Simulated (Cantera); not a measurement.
Input (Python, Cantera):

```python
import numpy as np
import cantera as ct

gas = ct.Solution("gri30.yaml")
gas.TPX = 1075, 180000, {'N2O': 1, 'H2': 0.0021, 'N2': 4.9}
inlet = ct.Reservoir(gas, clone=True)

reactor = ct.IdealGasConstPressureReactor(gas, energy="off", clone=False)
exhaust = ct.Reservoir(gas, clone=True)
tau = [8.8, 2.3, 0.6, 0.16, 0.041, 0.011, 0.0028, 0.00073][0]
for a, b in ((inlet, reactor), (reactor, exhaust)):
    ct.MassFlowController(a, b, mdot=lambda t: reactor.mass / tau)
net = ct.ReactorNet([reactor])
show = ['N2O', 'H2', 'OH', 'NO', 'HO2', 'O2']

rows = []
print(f"{'tau/s':>10s}{'T/K':>9s}" + "".join(f"{s:>11s}" for s in show))
for tau in [8.8, 2.3, 0.6, 0.16, 0.041, 0.011, 0.0028, 0.00073]:
    net.initial_time = 0.0
    net.advance(30 * tau)
    before = gas.X
    net.advance(40 * tau)
    drift = np.max(np.abs(gas.X - before) / (gas.X + 1e-9))
    rows.append([gas.T, *gas[show].X, drift])
    print(f"{tau:10.3e}{gas.T:9.1f}" + "".join(f"{x:11.3e}" for x in gas[show].X))
```

It prints:

```
     tau/s      T/K        N2O         H2         OH         NO        HO2         O2
 8.800e+00   1075.0  1.089e-01  2.691e-06  4.168e-07  2.490e-03  3.070e-09  2.641e-02
 2.300e+00   1075.0  1.456e-01  7.555e-06  5.714e-07  1.125e-03  6.814e-09  1.022e-02
 6.000e-01   1075.0  1.619e-01  2.091e-05  7.734e-07  3.599e-04  2.180e-08  3.118e-03
 1.600e-01   1075.0  1.671e-01  5.607e-05  9.774e-07  9.987e-05  7.668e-08  8.723e-04
 4.100e-02   1075.0  1.687e-01  1.407e-04  1.096e-06  2.562e-05  2.191e-07  2.263e-04
 1.100e-02   1075.0  1.692e-01  2.545e-04  1.063e-06  7.149e-06  3.577e-07  6.035e-05
 2.800e-03   1075.0  1.694e-01  3.303e-04  8.019e-07  1.975e-06  2.954e-07  1.485e-05
 7.300e-04   1075.0  1.694e-01  3.523e-04  3.766e-07  5.037e-07  8.008e-08  3.669e-06
```

Detailed kinetics in Cantera: GRI-Mech 3.0 (53 species, 325 reactions). GRI-Mech 3.0 was tuned for natural gas; its chemistry of N2O as a main component is partial and can be far from experiment. The mechanism lacks the step 2 NO + O2 → 2 NO2, which can matter for NO2 below about 1400 K. The temperature is held fixed by assumption; the heat of reaction is taken as removed at once.
